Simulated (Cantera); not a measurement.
Dilute partial oxidation

A perfectly stirred reactor is fed with CH₄ : O₂ : N₂ = 0.0043 : 0.017 : 1 (molar parts), equivalence ratio 0.51, at 4.93 atm; it is held at 1048 K, and followed from long to short residence time.

Model: GRI-Mech 3.0 (53 species, 325 reactions), integrated in Cantera.

| τ (s) | x CH₄ | x O₂ | x H | x CH₃ | x C₂H₆ | x CO₂ |
|---|---|---|---|---|---|---|
| 0.43 | 0.000521 | 0.0102 | 6.10e-8 | 7.00e-7 | 3.73e-6 | 0.00200 |
| 0.17 | 0.00102 | 0.0115 | 9.79e-8 | 1.16e-6 | 8.61e-6 | 0.00111 |
| 0.066 | 0.00200 | 0.0135 | 1.15e-7 | 1.77e-6 | 1.95e-5 | 0.000346 |
| 0.026 | 0.00421 | 0.0166 | 4.28e-12 | 3.79e-8 | 2.19e-8 | 1.66e-11 |
| 0.010 | 0.00421 | 0.0166 | 1.12e-12 | 1.28e-8 | 9.68e-10 | <1e-12 |
| 0.0039 | 0.00421 | 0.0166 | <1e-12 | 3.37e-9 | 2.60e-11 | <1e-12 |
| 0.0015 | 0.00421 | 0.0166 | <1e-12 | 1.03e-9 | <1e-12 | <1e-12 |
x: mole fraction; the columns are a selection and need not sum to one.
